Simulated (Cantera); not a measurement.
**Silicon nitride deposition: Si2Cl6 + NH3 + N2**

Feed: 1 mol Si2Cl6, a varied amount of NH3, 11 mol N2, held at 1025 K and 13.0 mbar.

These are equilibrium values from Cantera (NASA tables, ideal gas, pure condensed phases), not measurements of a reactor. Candidate condensed phases: NH4Cl, Si, Si3N4; 28 gas species. The feed counts by its element totals alone. The tables' values for SiCl3 are old estimates; treat these amounts as uncertain. Kinetics and transport are ignored.

```json
[
 {"n(NH3) (mol)": "0.12", "x N2": "0.858", "x H2": "0.000607", "x HCl": "0.0277", "x SiCl4": "0.114", "x SiCl3": "0.000181", "x SiHCl3": "2.14e-5", "x SiCl2": "6.04e-6", "x NH3": "8.92e-11", "n Si3N4(s)": "0.195"},
 {"n(NH3) (mol)": "0.18", "x N2": "0.849", "x H2": "0.00131", "x HCl": "0.0403", "x SiCl4": "0.109", "x SiCl3": "0.000176", "x SiHCl3": "3.06e-5", "x SiCl2": "5.94e-6", "x NH3": "2.83e-10", "n Si3N4(s)": "0.209"},
 {"n(NH3) (mol)": "0.26", "x N2": "0.838", "x H2": "0.00261", "x HCl": "0.0559", "x SiCl4": "0.104", "x SiCl3": "0.000170", "x SiHCl3": "4.16e-5", "x SiCl2": "5.81e-6", "x NH3": "7.86e-10", "n Si3N4(s)": "0.226"},
 {"n(NH3) (mol)": "0.38", "x N2": "0.822", "x H2": "0.00520", "x HCl": "0.0772", "x SiCl4": "0.0958", "x SiCl3": "0.000161", "x SiHCl3": "5.55e-5", "x SiCl2": "5.63e-6", "x NH3": "2.19e-9", "n Si3N4(s)": "0.250"},
 {"n(NH3) (mol)": "0.55", "x N2": "0.800", "x H2": "0.00993", "x HCl": "0.103", "x SiCl4": "0.0861", "x SiCl3": "0.000149", "x SiHCl3": "7.11e-5", "x SiCl2": "5.38e-6", "x NH3": "5.70e-9", "n Si3N4(s)": "0.282"},
 {"n(NH3) (mol)": "0.81", "x N2": "0.771", "x H2": "0.0189", "x HCl": "0.136", "x SiCl4": "0.0733", "x SiCl3": "0.000133", "x SiHCl3": "8.76e-5", "x SiCl2": "5.03e-6", "x NH3": "1.47e-8", "n Si3N4(s)": "0.325"},
 {"n(NH3) (mol)": "1.2", "x N2": "0.733", "x H2": "0.0350", "x HCl": "0.173", "x SiCl4": "0.0580", "x SiCl3": "0.000112", "x SiHCl3": "0.000101", "x SiCl2": "4.54e-6", "x NH3": "3.62e-8", "n Si3N4(s)": "0.380"},
 {"n(NH3) (mol)": "1.8", "x N2": "0.686", "x H2": "0.0630", "x HCl": "0.210", "x SiCl4": "0.0407", "x SiCl3": "8.72e-5", "x SiHCl3": "0.000105", "x SiCl2": "3.89e-6", "x NH3": "8.43e-8", "n Si3N4(s)": "0.448"},
 {"n(NH3) (mol)": "2.6", "x N2": "0.636", "x H2": "0.102", "x HCl": "0.236", "x SiCl4": "0.0256", "x SiCl3": "6.23e-5", "x SiHCl3": "9.55e-5", "x SiCl2": "3.17e-6", "x NH3": "1.68e-7", "n Si3N4(s)": "0.514"},
 {"n(NH3) (mol)": "3.8", "x N2": "0.582", "x H2": "0.160", "x HCl": "0.245", "x SiCl4": "0.0130", "x SiCl3": "3.80e-5", "x SiHCl3": "7.28e-5", "x SiCl2": "2.32e-6", "x NH3": "3.14e-7", "n Si3N4(s)": "0.579"},
 {"n(NH3) (mol)": "5.5", "x N2": "0.529", "x H2": "0.233", "x HCl": "0.233", "x SiCl4": "0.00529", "x SiCl3": "1.97e-5", "x SiHCl3": "4.55e-5", "x SiCl2": "1.53e-6", "x NH3": "5.26e-7", "n Si3N4(s)": "0.624"},
 {"n(NH3) (mol)": "8.1", "x N2": "0.477", "x H2": "0.321", "x HCl": "0.201", "x SiCl4": "0.00168", "x SiCl3": "8.46e-6", "x SiHCl3": "2.29e-5", "x SiCl2": "8.92e-7", "x NH3": "8.06e-7", "n Si3N4(s)": "0.650"}
]
```
x: gas mole fraction; n: condensed amount in mol.

From 0.12 mol NH3 to 8.1 mol NH3 the condensed part is Si3N4(s). The main Si-bearing gas is SiCl4 throughout. The share of Si in condensed phases is highest at 8.1 mol NH3 (97.5 %) and lowest at 0.12 mol NH3 (29.3 %).
